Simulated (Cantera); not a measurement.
Cantera run:

```python
import numpy as np
import cantera as ct

gas_names = """
    HCL F2 HF LiCL
""".split()
cond_names = """
    Li(cr) Li(L)
""".split()


# ... load() reads the species with a 1 bar reference pressure and builds the phases ...
species = {s.name: s for s in load("nasa_gas.yaml", gas_names) + load("nasa_condensed.yaml", cond_names)}
# Each term lists the table entries of one substance; the one whose range holds T is used.
reactions = {
    '2 Li + 2 HCl(g) + F2(g) = 2 HF(g) + 2 LiCl(g)':
        [(-2, ['Li(cr)', 'Li(L)']), (-2, ['HCL']), (-1, ['F2']), (2, ['HF']), (2, ['LiCL'])],
}


def pick(names, T):
    return next(species[n] for n in names if species[n].thermo.min_temp <= T <= species[n].thermo.max_temp)


results = []
for label, terms in reactions.items():
    print(label)
    print("     T/K   dH/kJ  dS/(J/K)   dG/kJ   log10 K")
    for T in [725, 875, 1025, 1175, 1325, 1475, 1625, 1775, 1925, 2075]:
        used = [(nu, pick(names, T)) for nu, names in terms]
        dH = sum(nu * s.thermo.h(T) for nu, s in used) / 1e6
        dS = sum(nu * s.thermo.s(T) for nu, s in used) / 1e3
        dG = dH - T * dS / 1e3
        logK = -dG * 1e6 / (ct.gas_constant * T * np.log(10))
        results.append((label, T, dH, dS, dG, logK, [s.name for _, s in used]))
        print(f"{T:8g} {dH:8.1f} {dS:8.1f} {dG:8.1f} {logK:8.2f}")
```

Result:

```
2 Li + 2 HCl(g) + F2(g) = 2 HF(g) + 2 LiCl(g)
     T/K   dH/kJ  dS/(J/K)   dG/kJ   log10 K
     725   -766.8    107.4   -844.7    60.86
     875   -770.1    103.2   -860.5    51.37
    1025   -773.5     99.7   -875.7    44.62
    1175   -777.0     96.5   -890.4    39.58
    1325   -780.5     93.7   -904.7    35.66
    1475   -784.1     91.1   -918.5    32.53
    1625   -787.8     88.7   -932.0    29.96
    1775   -791.7     86.4   -945.1    27.81
    1925   -795.7     84.3   -957.9    25.99
    2075   -799.9     82.2   -970.4    24.43
```

Cantera with NASA thermochemical tables; ideal gases at 1 bar, condensed phases pure. Condensed species are held in their standard states even where they would react or evaporate.
